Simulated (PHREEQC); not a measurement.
**Metal-bearing waste water: an equilibrium model**

Solution (25 °C): 0.0065 mol ZnSO4, 3.8e-05 mol MgSO4, 0.0006 mol NaF and 0.0077 mol NaCl per kg of water. Closed to the air; pH follows from the charge balance.

Computed with PHREEQC (ion-association model, wateq4f.dat).

This is a speciation only: nothing precipitates in the calculation.

Problem. Estimate the pH.

Solution. pH 5.86.

Problem. In which forms is Zn present?

Solution. Zn+2 74 %, ZnSO4 24 %, Zn(SO4)2-2 1.0 %, ZnCl+ 0.8 % of the Zn.
